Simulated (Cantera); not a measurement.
A closed system holds: 1 mol TEOS, 1.2 mol CO2, 4.5 mol H2, at 975 K and 12.0 mbar.

These are equilibrium values from Cantera (NASA tables, ideal gas, pure condensed phases), not measurements of a reactor. Candidate condensed phases: C, C6H6, C7H8, C8H18, H2O, Si, SiC, SiO2; 123 gas species. The feed counts by its element totals alone. The numbers say what is thermodynamically allowed, not how fast it happens.

Base state: H2 0.766, CO 0.231, H2O 0.00128, CH4 0.000885, CO2 0.000615 (mole fractions); condensed: C(graphite) + SiO2(β-quartz).

Q: What changes in the equilibrium state with this change: pressure from 12.0 mbar to 43.0 Pa?

A: 
```json
[
 {"species": "H2", "before": "0.766", "after": "0.767"},
 {"species": "CO", "before": "0.231", "after": "0.233"},
 {"species": "H2O", "before": "0.00128", "after": "4.61e-5"},
 {"species": "CH4", "before": "0.000885", "after": "3.18e-5"},
 {"species": "CO2", "before": "0.000615", "after": "2.24e-5"},
 {"species": "C(graphite), mol", "before": "4.82", "after": "4.80"},
 {"species": "SiO2(β-quartz), mol", "before": "1.00", "after": "1.00"}
]
```
